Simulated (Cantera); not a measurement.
What does this Cantera script print?

```python
import numpy as np
import cantera as ct

surf = ct.Interface("ptcombust.yaml", "Pt_surf")
gas = surf.adjacent["gas"]
gas.TPX = 800, 320000, {'CO': 0.0026, 'O2': 0.1, 'N2': 0.79}
surf.TP = 800, 320000
reactor = ct.FlowReactor(gas, clone=False)
reactor.area = 0.0001  # m2
reactor.surface_area_to_volume_ratio = 2200  # 1/m
reactor.mass_flow_rate = 0.076 * reactor.area * gas.density  # inlet velocity 0.076 m/s
reactor.energy_enabled = False
wall = ct.ReactorSurface(surf, reactor, clone=False)
net = ct.ReactorNet([reactor])
net.rtol, net.atol = 1e-8, 1e-16
show, cover = ['CO', 'O2', 'H2O', 'CO2'], ['PT(S)', 'H(S)', 'O(S)', 'OH(S)', 'CO(S)', 'C(S)']

rows = []
print(f"{'z/m':>9s}{'u/(m/s)':>9s}" + "".join(f"{s:>13s}" for s in show + cover))
for z in [3.1e-05, 5.1e-05, 8.5e-05, 0.00014, 0.00024, 0.0004, 0.00066, 0.0011, 0.0018, 0.0031]:
    net.advance(z)
    rows.append([reactor.speed, *gas[show].X, *surf[cover].coverages])
    print(f"{z:9.4g}{rows[-1][0]:9.3g}" + "".join(f"{x:13.4e}" for x in rows[-1][1:]))
```

Output:

```
      z/m  u/(m/s)           CO           O2          H2O          CO2        PT(S)         H(S)         O(S)        OH(S)        CO(S)         C(S)
  3.1e-05    0.076   2.3661e-03   1.1179e-01   3.8687e-29   5.4750e-04   2.6124e-02   6.6945e-25   9.7320e-01   9.8902e-20   6.7630e-04   5.9893e-17
  5.1e-05    0.076   2.0930e-03   1.1167e-01  -5.7750e-29   8.2100e-04   2.5377e-02  -5.4286e-24   9.7406e-01  -8.7597e-19   5.6405e-04   4.8481e-17
  8.5e-05    0.076   1.7220e-03   1.1150e-01   4.8871e-29   1.1926e-03   2.4462e-02   5.3363e-25   9.7511e-01   6.5492e-20   4.3076e-04   3.5652e-17
  0.00014   0.0759   1.2856e-03   1.1131e-01   4.4948e-29   1.6297e-03   2.3508e-02  -8.8242e-24   9.7619e-01  -2.9696e-18   2.9668e-04   2.3571e-17
  0.00024   0.0759   7.8798e-04   1.1109e-01   1.2185e-28   2.1280e-03   2.2552e-02   3.7118e-25   9.7728e-01   6.0755e-20   1.6718e-04   1.2728e-17
   0.0004   0.0759   3.8036e-04   1.1091e-01  -5.1090e-29   2.5362e-03   2.1853e-02  -8.1980e-25   9.7807e-01  -1.8979e-19   7.5716e-05   5.5813e-18
  0.00066   0.0759   1.2328e-04   1.1079e-01   1.8792e-29   2.7936e-03   2.1446e-02   5.9007e-25   9.7853e-01   4.3422e-19   2.3624e-05   1.7081e-18
   0.0011   0.0759   1.9185e-05   1.1075e-01   1.9617e-31   2.8979e-03   2.1288e-02   1.1278e-25   9.7871e-01   6.8165e-20   3.6216e-06   2.5988e-19
   0.0018   0.0759   1.0152e-06   1.1074e-01  -1.1181e-32   2.9161e-03   2.1260e-02   1.6928e-25   9.7874e-01   1.0192e-19   1.9115e-07   1.3699e-20
   0.0031   0.0759   4.3459e-09   1.1074e-01   4.6954e-34   2.9171e-03   2.1259e-02   1.1367e-25   9.7874e-01   6.8564e-20   8.1815e-10   5.8628e-23
```

Model: Deutschmann's 1995 Pt surface mechanism with GRI-Mech 3.0 gas chemistry, integrated in Cantera. Catalytic surfaces can have several steady states; this one follows from the mechanism file's or the stated starting coverage. Mass transfer to the wall is taken as infinitely fast.
